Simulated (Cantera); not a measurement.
An isothermal, constant-pressure homogeneous reactor starts with NH3 : H2 = 1 : 1.5 (molar parts), at 2250 K and 0.420 bar. Integrator tolerance rtol = 1e-08.

Model: the gas-phase N/H chemistry of the illustrative SiF4/NH3 mechanism in the Surface Chemkin manual (1991), integrated in Cantera. Walls and surfaces, which speed up NH3 decomposition in real reactors, are not modelled.

Problem. What does this change do: temperature 2250 to 1425 K?

Solution. 
```tsv
quantity	before	after
x(NH3) at 4.00 s	1.93e-6 (gas-phase equilibrium 1.72e-6)	0.398 (gas-phase equilibrium 9.74e-6)
x(H2) at 4.00 s	0.847 (gas-phase equilibrium 0.847)	0.601 (gas-phase equilibrium 0.857)
x(NH2) at 4.00 s	7.59e-8 (gas-phase equilibrium 6.75e-8)	9.41e-6 (gas-phase equilibrium 2.30e-10)
x(N2H4) at 4.00 s	<1e-12 (gas-phase equilibrium <1e-12)	1.34e-8 (gas-phase equilibrium <1e-12)
x(N2H2) at 4.00 s	<1e-12 (gas-phase equilibrium <1e-12)	2.61e-8 (gas-phase equilibrium <1e-12)
x(N2) at 4.00 s	0.142 (gas-phase equilibrium 0.142)	0.000749 (gas-phase equilibrium 0.143)
```
